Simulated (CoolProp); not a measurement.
R11 along the isotherm 226.85 °C: density (kg/m³) from the reference equation and from simpler models built on Tc = 198.0 °C, pc = 4.408 MPa, ω = 0.189; each cubic takes its own stable root.

Model: reference Helmholtz-energy equation of state, Jacobsen 1992, in CoolProp.

| p (MPa) | phase | reference |
|---|---|---|
| 2.2 | gas | 85.92 |
| 4.41 | supercritical | 229.8 |
| 6.61 | supercritical | 618.1 |
| 8.82 | supercritical | 824.1 |
| 11 | supercritical | 902.2 |
| 13.2 | supercritical | 952.3 |
| 15.4 | supercritical | 989.5 |
| 17.6 | supercritical | 1019 |
| 19.8 | supercritical | 1045 |
| 22 | supercritical | 1067 |

Problem. How far does each simpler model (ideal gas, Redlich-Kwong, Peng-Robinson) lie from the reference over these 10 states: mean and median of the absolute difference, and the worst?

Solution. 
- ideal gas: mean 45.6 %, median 45.7 %, worst -64.7 % at 226.85 °C and 6.61 MPa
- Redlich-Kwong: mean 4.9 %, median 5.2 %, worst -9.1 % at 226.85 °C and 8.82 MPa
- Peng-Robinson: mean 3.3 %, median 3.3 %, worst -5.9 % at 226.85 °C and 6.61 MPa
